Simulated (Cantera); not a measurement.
A diamond (100) surface in a fixed gas of H2 with x(CH4) = 0.0037, x(H) = 0.033, x(CH3) = 0.00077, 7.50 Torr; coverages are run to steady state.

Computed with Cantera and the Harris–Goodwin 1993 mechanism for the reconstructed diamond (100) surface.

θ: site fractions in the mechanism's names (c6HH fully hydrogenated, c6H* and c6*H radical sites, c6** diradical, c6HM methylated).

```tsv
T (K)	growth (µm/h)	θ c6HH	θ c6H*	θ c6*H	θ c6**	θ c6HM
900	2.36	0.676	0.0103	0.286	0.00428	0.0192
950	3.12	0.631	0.0139	0.329	0.00657	0.0153
1000	3.91	0.587	0.0181	0.369	0.00961	0.0122
1050	4.58	0.545	0.0227	0.405	0.0135	0.00940
1100	4.79	0.506	0.0277	0.438	0.0183	0.00666
1150	4.23	0.470	0.0330	0.467	0.0240	0.00403
1200	3.19	0.436	0.0384	0.491	0.0308	0.00202
1250	2.34	0.405	0.0439	0.511	0.0384	0.000879
1300	1.93	0.376	[?]	0.527	[?]	[?]
1350	1.84	0.350	0.0547	0.539	0.0561	0.000146
1400	1.84	0.326	[?]	0.548	[?]	[?]
```

### Question
What belongs in the gaps?

### Answer

- 1300, θ c6H*: 0.0494
- 1300, θ c6**: 0.0469
- 1300, θ c6HM: 0.000361
- 1400, θ c6H*: 0.0599
- 1400, θ c6**: 0.0662
- 1400, θ c6HM: 5.88e-5
